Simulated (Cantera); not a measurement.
A closed system holds: 1 mol TiCl₄, 1.6 mol CH₄, equilibrated at 1550 K.

Equilibrium computed with Cantera from the NASA thermochemical tables; the gas is ideal and each condensed phase is pure. Candidate condensed phases: C, C₆H₆, C₇H₈, C₈H₁₈, Ti, TiC, TiCl₂, TiCl₃, TiCl₄; 96 gas species. The tables' values for TiCl₂ are old estimates; treat these amounts as uncertain. TiC: taken at fixed stoichiometry. Kinetics and transport are ignored.

x: gas mole fraction; n: condensed amount in mol.

| P (Pa) | x HCl | x H₂ | x TiCl₄ | x TiCl₃ | x Cl | n C(graphite) | n TiC(s) |
|---|---|---|---|---|---|---|---|
| 10 | 0.737 | 0.247 | 0.000309 | 0.00923 | 0.00372 | 0.653 | 0.947 |
| 32 | 0.724 | 0.257 | ? | ? | ? | 0.684 | 0.916 |
| 100 | 0.702 | 0.272 | 0.00211 | 0.0220 | 0.00107 | 0.726 | 0.874 |
| 320 | 0.671 | 0.292 | 0.00488 | 0.0308 | 0.000552 | 0.784 | 0.816 |
| 1000 | 0.631 | ? | ? | ? | ? | ? | ? |
| 3200 | 0.581 | 0.351 | 0.0190 | 0.0480 | 0.000138 | 0.936 | 0.664 |
| 10000 | 0.525 | 0.389 | 0.0321 | 0.0535 | 6.69e-5 | 1.02 | 0.578 |
| 32000 | 0.462 | 0.432 | 0.0500 | 0.0557 | 3.12e-5 | 1.11 | 0.490 |
| 100000 | 0.398 | 0.476 | 0.0709 | 0.0545 | 1.45e-5 | 1.19 | 0.406 |

Problem. What belongs in the gaps?

Solution. 
- 32, x TiCl₄: 0.000849
- 32, x TiCl₃: 0.0147
- 32, x Cl: 0.00200
- 1000, x H₂: 0.318
- 1000, x TiCl₄: 0.0101
- 1000, x TiCl₃: 0.0398
- 1000, x Cl: 0.000281
- 1000, n C(graphite): 0.854
- 1000, n TiC(s): 0.746
